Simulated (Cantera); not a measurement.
## Adiabatic ignition

An adiabatic, constant-volume homogeneous reactor starts with 20.3 % CO, 1.18 % H2, 16.5 % O2, 62.0 % N2, at 1375 K and 6830 Torr.

Model: GRI-Mech 3.0 (53 species, 325 reactions), integrated in Cantera. The hydrogen kinetics of GRI-Mech 3.0 are dated; newer H2 mechanisms differ, most at raised pressure.

| t (s) | T (K) | P (bar) | x CO | x H2 | x O2 | x O | x CO2 | x NO | x OH |
|---|---|---|---|---|---|---|---|---|---|
| 1.00e-6 | 1375 | 9.10 | 0.203 | 0.0118 | 0.165 | 2.04e-7 | 3.14e-7 | <1e-12 | 6.28e-8 |
| 2.93e-6 | 1375 | 9.10 | 0.203 | 0.0118 | 0.165 | 2.39e-6 | 5.03e-6 | <1e-12 | 9.36e-7 |
| 8.58e-6 | 1411 | 9.32 | 0.200 | 0.00931 | 0.162 | 0.00104 | 0.00325 | 1.85e-8 | 0.000511 |
| 2.51e-5 | 2720 | 16.7 | 0.0604 | 0.000430 | 0.0858 | 0.0105 | 0.158 | 0.000669 | 0.00600 |
| 7.37e-5 | 2921 | 17.7 | 0.0395 | 0.000290 | 0.0754 | 0.00568 | 0.182 | 0.00713 | 0.00526 |
| 0.000216 | 2906 | 17.6 | 0.0387 | 0.000288 | 0.0704 | 0.00518 | 0.183 | 0.0170 | 0.00503 |
| 0.000632 | 2899 | 17.5 | 0.0383 | 0.000287 | 0.0680 | 0.00495 | 0.184 | 0.0218 | 0.00491 |
| 0.00185 | 2898 | 17.5 | 0.0383 | 0.000287 | 0.0678 | 0.00494 | 0.184 | 0.0221 | 0.00491 |
| 0.00543 | 2898 | 17.5 | 0.0383 | 0.000287 | 0.0678 | 0.00494 | 0.184 | 0.0221 | 0.00491 |
| 0.0159 | 2898 | 17.5 | 0.0383 | 0.000287 | 0.0678 | 0.00494 | 0.184 | 0.0221 | 0.00491 |
| 0.0466 | 2898 | 17.5 | 0.0383 | 0.000287 | 0.0678 | 0.00494 | 0.184 | 0.0221 | 0.00491 |
| 0.137 | 2898 | 17.5 | 0.0383 | 0.000287 | 0.0678 | 0.00494 | 0.184 | 0.0221 | 0.00491 |
| 0.400 | 2898 | 17.5 | 0.0383 | 0.000287 | 0.0678 | 0.00494 | 0.184 | 0.0221 | 0.00491 |
x: mole fraction; the columns are a selection and need not sum to one.

```
Item                                                                  Result
---------------------------------  -----------------------------------------
time of steepest temperature rise                                    16.0 µs
temperature at 0.400 s                                                2898 K
equilibrium temperature                                               2898 K
x(CO) at 0.400 s                       0.0383 (gas-phase equilibrium 0.0383)
x(H2) at 0.400 s                   0.000287 (gas-phase equilibrium 0.000287)
x(O2) at 0.400 s                       0.0678 (gas-phase equilibrium 0.0678)
```
